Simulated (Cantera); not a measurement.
# Equilibrium for silicon carbide growth: CH₃SiH₃ + C₂H₄ + H₂ + C₂H₂

Feed: 1 mol CH₃SiH₃, 0.13 mol C₂H₄, 1900 mol H₂, 0.03 mol C₂H₂, equilibrated at 1227 °C and 233 Torr.

These are equilibrium values from Cantera (NASA tables, ideal gas, pure condensed phases), not measurements of a reactor. Candidate condensed phases: C, C₆H₆, C₇H₈, C₈H₁₈, Si, SiC; 87 gas species. The feed counts by its element totals alone. Equilibrium is a limit: real reactors are often held back by kinetics, nucleation or transport.

| Property | Result |
|---|---|
| x(H₂) | 1.000 |
| x(CH₄) | 0.000167 |
| x(H) | 3.16e-5 |
| n(SiC(s)) | 1.000 mol |
| gas amount | 1903 mol |
| log10 activity of C(graphite) (absent) | -0.68 |
| log10 activity of Si(s) (absent) | -1.46 |
